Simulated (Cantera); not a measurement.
**PbO + O₂ + N₂ (iron carbonyl, mercury and lead vapours)**

A closed system holds: 1 mol PbO, 0.49 mol O₂, a varied amount of N₂, equilibrated at 1548 K and 1.00 Torr.

Equilibrium computed with Cantera from the NASA thermochemical tables; the gas is ideal and each condensed phase is pure. Candidate condensed phases: Pb, PbO, PbO₂, Pb₃O₄; 12 gas species. Gases not in the tables: (PbO)n polymers. Kinetics and transport are ignored.

From 1 mol N₂ to 66 mol N₂ nothing is condensed.

```csv
n(N₂) (mol),x N₂,x PbO,x O₂,x Pb
1,0.380,0.276,0.238,0.105
1.7,0.509,0.210,0.191,0.0893
2.9,0.636,0.147,0.143,0.0723
4.8,0.741,0.0979,0.103,0.0565
8.2,0.828,0.0594,0.0699,0.0417
14,0.890,0.0340,0.0456,0.0296
23,0.929,0.0195,0.0299,0.0209
39,0.956,0.0104,0.0188,0.0141
66,0.973,0.00543,0.0117,0.00932
```
x: gas mole fraction; nothing condenses.
